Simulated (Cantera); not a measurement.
Feed: 1 mol SiC, 0.014 mol CO₂, 26 mol N₂, 0.024 mol O₂, equilibrated at 0.0100 bar.

Equilibrium computed with Cantera from the NASA thermochemical tables; the gas is ideal and each condensed phase is pure. Candidate condensed phases: C, Si, SiC, SiO₂, Si₂N₂O, Si₃N₄; 34 gas species. Rates play no part.

**Question.** At 1673 K, list the 3 most abundant gas species with their mole fractions, and the condensed phases.

**Answer.** N₂ 0.997, CO 0.00173, SiO 0.00118. Condensed: SiC(s).
